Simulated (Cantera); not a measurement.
A freely propagating, adiabatic, planar premixed flame of 9.99 % CH₄, 0.599 % H₂, 16.9 % O₂, 63.5 % N₂, 8.99 % H₂O, equivalence ratio 1.2, unburnt at 648 K and 13300 Pa; mixture-averaged transport, grid criteria slope 0.08 and curve 0.16, no radiation.

Computed with Cantera and GRI-Mech 3.0 (53 species, 325 reactions). Burning velocities carry a grid error of a few per cent, more on coarse grids.

x: mole fraction of selected species; z is measured from the peak of heat release.

```
z (mm)  T (K)  u (m/s)    x CH₄     x H₂     x O₂     x CO₂     x NO     x HO₂
------  -----  -------  -------  -------  -------  --------  -------  --------
-6.75     648     1.71   0.0998  0.00722    0.169   3.18e-8    <1e-8   3.41e-7
-4.50     649     1.71   0.0994  0.00993    0.168   8.66e-7    <1e-8   4.49e-6
-3.37     655     1.73   0.0986      ___    0.167       ___    <1e-8       ___
-2.25     704     1.88   0.0944   0.0217    0.163  0.000140  1.07e-7   4.00e-5
-1.12    1039     2.83   0.0688   0.0366    0.136   0.00242  1.19e-6   5.60e-5
-0.562   1401     3.87   0.0378   0.0445   0.0976   0.00739  3.20e-6  0.000107
0        1735     4.85   0.0101   0.0467   0.0530    0.0163  7.38e-6   6.46e-5
0.562    1884     5.28      ___      ___      ___       ___      ___       ___
1.12     1919     5.37  6.81e-5   0.0378   0.0141    0.0367  1.84e-5   1.31e-6
2.25     1937     5.40  2.40e-7   0.0372  0.00893    0.0474  2.27e-5   6.69e-7
4.50     1953     5.42    <1e-8   0.0382  0.00759    0.0530  2.49e-5   5.78e-7
9.00     1975     5.47    <1e-8   0.0380  0.00689    0.0543  2.69e-5   5.24e-7
18.0     2008     5.55    <1e-8   0.0371  0.00598    0.0548  3.04e-5   4.54e-7
```

### Question
Fill in the missing entries.

### Answer

- -3.37, x H₂: 0.0136
- -3.37, x CO₂: 7.63e-6
- -3.37, x HO₂: 1.70e-5
- 0.562, x CH₄: 0.00111
- 0.562, x H₂: 0.0418
- 0.562, x O₂: 0.0252
- 0.562, x CO₂: 0.0272
- 0.562, x NO: 1.35e-5
- 0.562, x HO₂: 8.95e-6
